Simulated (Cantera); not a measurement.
A Cantera script and what it prints.

```python
import numpy as np
import cantera as ct

gas_names = """
    F F2 N NF NF2 NF3 N2 Si SiF SiF2 SiF3 SiF4 SiN Si2 Si2N Si3
""".split()
cond_names = """
    Si(cr) Si(L) Si3N4(a)
""".split()


# ... load() reads the species with a 1 bar reference pressure and builds the phases ...
atoms = {
    'Si': {'Si': 1},
    'NF3': {'N': 1, 'F': 3},
    'N2': {'N': 2},
}
top_T = {'Si3N4(a)': 2400}  # K; cautious upper limits of use, not melting points


# ... equilibrate(T, P, feed) seeds the gas with the atoms and calls Mixture.equilibrate('TP', solver="vcs", rtol=1e-11, max_steps=5000) ...
results = []
feed = {'Si': 1, 'NF3': 2.5, 'N2': 15}  # mol
P = 1000  # Pa
for T in [450, 550, 650, 750, 850, 950, 1050, 1150, 1250, 1350]:
    mix = equilibrate(T, P, feed)
    results.append((T, P, feed, dict(zip(mix.species_names, mix.species_moles))))

top = {s: max(r[3][s] / sum(r[3][g] for g in gas_names) for r in results) for s in gas_names}
cols = sorted((s for s in top if top[s] > 1e-05), key=lambda s: -top[s])[:9]
seen = [c for c in cond_names if any(r[3].get(c, 0) > 1e-12 for r in results)]
print("log10 of partial pressures in bar; condensed amounts in mol")
print(f"{'T/K':>10s}" + "".join(f"{s[:9]:>10s}" for s in cols + seen))
for T, P, feed, n in results:
    ng = sum(n[g] for g in gas_names)
    print(f"{T:10.4g}" + "".join(f"{np.log10(max(n[s] / ng * P / 1e5, 1e-99)):10.3f}" for s in cols)
          + "".join(f"{n.get(c, 0):10.4g}" for c in seen))
```

It prints:

```
log10 of partial pressures in bar; condensed amounts in mol
       T/K        N2         F        F2       NF3      SiF4
       450    -2.056    -9.578    -6.769    -3.184    -3.251
       550    -2.056    -6.950    -4.914    -3.190    -3.252
       650    -2.059    -5.157    -3.698    -3.293    -3.257
       750    -2.068    -4.016    -3.161    -3.899    -3.275
       850    -2.077    -3.354    -3.177    -4.998    -3.288
       950    -2.092    -2.971    -3.473    -6.289    -3.303
      1050    -2.102    -2.819    -4.032    -7.809    -3.313
      1150    -2.105    -2.783    -4.675    -9.330    -3.316
      1250    -2.106    -2.776    -5.262   -10.675    -3.317
      1350    -2.106    -2.774    -5.773   -11.833    -3.317
```

Method: chemical equilibrium by Gibbs-energy minimisation in Cantera with the NASA 1993 tables (ideal gas, pure condensed phases).
